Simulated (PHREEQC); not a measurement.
PHREEQC input (ion-association model, phreeqc.dat):

```
SOLUTION_MASTER_SPECIES
  Amm  AmmH+  0  AmmH  17.031  # ammonia with no redox link, constants of NH4+
SOLUTION_SPECIES
  AmmH+ = AmmH+
    -log_k 0
    -gamma 2.5 0
    -dw 1.98e-9
  AmmH+ = Amm + H+
    -log_k -9.252
    -delta_h 12.48 kcal
    -analytic 0.6322 -0.001225 -2835.76
    -dw 2.28e-9
  AmmH+ + SO4-2 = AmmHSO4-
    -log_k 1.11
PHASES
  Amm(g)
    Amm = Amm
    -log_k 1.7966
    -analytic -18.758 3.3670e-4 2.5113e3 4.8619 39.192
    -T_c 405.6
    -P_c 111.3
    -Omega 0.25
EXCHANGE_SPECIES
  AmmH+ + X- = AmmHX
    -log_k 0.6
    -gamma 2.5 0
    -delta_h -2.4
SOLUTION 0
  temp 15
  units mmol/kgw
  pH 7 charge
  S(6) 0.9
  Amm 1.8
  Cl 0.01
  O(0) 1 O2(g) -0.68
SOLUTION 1-30
  temp 15
  units mmol/kgw
  pH 7 charge
  Cl 82.01
  K 34
  Li 48
  O(0) 1 O2(g) -0.68
END
EXCHANGE 1-30
  X 0.0023
  -equilibrate 1
END
SELECTED_OUTPUT 1
  -reset false
  -pH true
  -pe true
  -ionic_strength true
  -water true
  -step true
  -totals Amm Cl K Li S S(-2) S(6)
  -molalities LiX AmmHX KX
  -saturation_indices Sylvite
PRINT
  -reset false
TRANSPORT
  -cells 30
  -shifts 150
  -lengths 0.0166667
  -time_step 60
  -dispersivities 0.04
  -boundary_conditions flux flux
  -correct_disp true
  -punch_cells 30
  -punch_frequency 5
END
# ... the last block is repeated for the other 30 points of pore volumes
```

Selected output (columns that matter, 12 of 31 rows; pore volumes added in front):

```
pore volumes	pH	mu	Amm	Cl	K	Li	S	m_KX	si_Sylvite
0	5.0779	0.08201	0	0.08201	0.034	0.048	0	0.0018909	-3.6158
0.5167	5.0773	0.077207	7.6435e-05	0.077059	0.031973	0.045109	5.4337e-05	0.0018883	-3.6649
0.85	5.0723	0.049494	0.00050291	0.048466	0.020274	0.028416	0.00036816	0.0018639	-4.032
1.35	5.0602	0.015807	0.0007942	0.013628	0.0061763	0.008149	0.00075053	0.0017673	-5.0338
1.85	5.0507	0.0054929	0.00073289	0.0029265	0.0019504	0.0019691	0.00086799	0.0015926	-6.1617
2.35	5.0465	0.0032306	0.0008503	0.00057631	0.00097568	0.00052789	0.00089378	0.0013114	-7.1535
2.6833	5.0455	0.0028624	0.0010297	0.00019545	0.00072374	0.00022798	0.00089796	0.0010731	-7.7499
3.1833	5.0448	0.0027142	0.0012992	4.4178e-05	0.00047036	6.3875e-05	0.00089963	0.00073092	-8.5817
3.6833	5.0444	0.0026854	0.0014943	1.6237e-05	0.00029426	1.7525e-05	0.00089993	0.00046771	-9.2198
4.1833	5.0442	0.0026793	0.0016182	1.1133e-05	0.0001782	4.7534e-06	0.00089999	0.00028775	-9.6015
4.5167	5.0442	0.002678	0.0016725	1.0363e-05	0.00012592	1.9849e-06	0.0009	0.0002049	-9.7834
5.0167	5.0441	0.0026772	0.0017258	1.0066e-05	7.3729e-05	5.3393e-07	0.0009	0.00012095	-10.028
```

Species that the database lacks are ignored.
